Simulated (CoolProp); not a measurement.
A single-stage vapour-compression cycle with isobutene: evaporating at 314.15 K (dew point), condensing at 364.15 K (bubble point), superheat 0 K, subcooling 5 K, compressor efficiency 0.6, no pressure losses. Each further row changes one setting.

Values from CoolProp's reference Helmholtz-energy equation of state, Lemmon 2005. It is a short technical equation, of lower accuracy than the large ones.

```tsv
case	cooling COP	pressure ratio	discharge temperature (K)	refrigerating effect (kJ/kg)	volumetric capacity (kJ/m³)
as stated	2.86	3.19	372.5	221	2610
evaporating temperature 319.15 K	3.32	2.79	371.4	227	3050
condensing temperature 359.15 K	3.32	2.88	367.2	235	2770
subcooling 10 K	3.04	3.19	372.5	235	2770
superheat 10 K	2.93	3.19	382.5	240	2700
compressor efficiency 0.5	2.38	3.19	379.1	221	2610
```
